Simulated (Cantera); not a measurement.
Feed: 1 mol SiCl4, 8.8 mol H2, 0.17 mol HCl, equilibrated at 2673 K and 100 Torr.

These are equilibrium values from Cantera (NASA tables, ideal gas, pure condensed phases), not measurements of a reactor. Candidate condensed phases: Si; 19 gas species. The tables' values for SiCl, SiCl3 are old estimates; treat these amounts as uncertain. Gases not in the tables: Si2H6 and higher silanes. Rates play no part.

Base state: H2 0.555, HCl 0.229, H 0.105, SiCl2 0.0347, Si 0.0338, Cl 0.0301, SiCl 0.00988, SiH 0.00190 (mole fractions); condensed: gas only.

Task: What changes in the equilibrium state with this change: temperature from 2673 K to 1948.15 K?

Result: 
```csv
species,before,after
H2,0.555,0.710
HCl,0.229,0.196
SiCl2,0.0347,0.0883
H,0.105,0.00261
Si,0.0338,0.000112
Cl,0.0301,0.000539
Si2,0.000324,6.59e-7
SiCl4,3.77e-7,6.08e-5
Si3,1.49e-5,9.33e-8
SiHCl3,9.63e-7,7.74e-5
SiH,0.00190,2.66e-5
```
The tables' values for SiCl3, SiCl are old estimates; treat these amounts as uncertain.

Task: What changes in the equilibrium state with this change: pressure from 100 Torr to 4.65 Torr?

Result: 
| species | before | after |
|---|---|---|
| H | 0.105 | 0.364 |
| H2 | 0.555 | 0.313 |
| HCl | 0.229 | 0.143 |
| SiCl2 | 0.0347 | 0.00192 |
| Cl | 0.0301 | 0.116 |
| Si | 0.0338 | 0.0582 |
| SiCl3 | 0.000157 | 1.55e-6 |
| Si3 | 1.49e-5 | 1.65e-7 |
| SiH2 | 0.000287 | 1.30e-5 |
| Si2 | 0.000324 | 4.47e-5 |
| SiH | 0.00190 | 0.000529 |
The tables' values for SiCl are old estimates; treat these amounts as uncertain.
